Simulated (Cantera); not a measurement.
An isothermal, constant-pressure homogeneous reactor starts with 1.06 % CO, 1.74 % O₂, 0.570 % H₂O, 96.6 % N₂, equivalence ratio 0.31, at 1448 K and 1.80 bar.

Computed with Cantera and GRI-Mech 3.0 (53 species, 325 reactions).

### Question
Predict: x(CO) at 4.00 s; x(O₂) at 4.00 s; x(H₂O) at 4.00 s; x(NO) at 4.00 s; x(OH) at 4.00 s; x(H₂) at 4.00 s; x(N₂O) at 4.00 s.

### Answer
```json
{
  "x(CO) at 4.00 s": "1.59e-7 (gas-phase equilibrium 1.60e-7)",
  "x(O₂) at 4.00 s": "0.0121 (gas-phase equilibrium 0.0120)",
  "x(H₂O) at 4.00 s": "0.00573 (gas-phase equilibrium 0.00573)",
  "x(NO) at 4.00 s": "1.97e-6 (gas-phase equilibrium 0.000251)",
  "x(OH) at 4.00 s": "4.97e-6 (gas-phase equilibrium 4.96e-6)",
  "x(H₂) at 4.00 s": "3.59e-8 (gas-phase equilibrium 3.61e-8)",
  "x(N₂O) at 4.00 s": "2.34e-8 (gas-phase equilibrium 2.33e-8)"
}
```
